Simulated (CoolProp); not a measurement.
n-butane along the isotherm 81.35 °C: fugacity coefficient from the reference equation and from simpler models built on Tc = 152.0 °C, pc = 3796 kPa, ω = 0.201; each cubic takes its own stable root.

The numbers come from the reference Helmholtz-energy equation of state, Bücker 2006 in CoolProp.

| p (kPa) | phase | reference |
|---|---|---|
| 2110 | liquid | 0.4278 |
| 3160 | liquid | 0.2976 |
| 4220 | liquid | 0.2322 |
| 5270 | liquid | 0.1936 |
| 6330 | liquid | 0.1679 |
| 7380 | liquid | 0.1499 |
| 8440 | liquid | 0.1364 |
| 9490 | liquid | 0.1262 |

### Question
How far does each simpler model (Soave-Redlich-Kwong, Peng-Robinson) lie from the reference over these 8 states: mean and median of the absolute difference, and the worst?

### Answer
- Soave-Redlich-Kwong: mean 3.8 %, median 3.8 %, worst +5.0 % at 81.35 °C and 9490 kPa
- Peng-Robinson: mean 0.8 %, median 0.8 %, worst -1.3 % at 81.35 °C and 9490 kPa
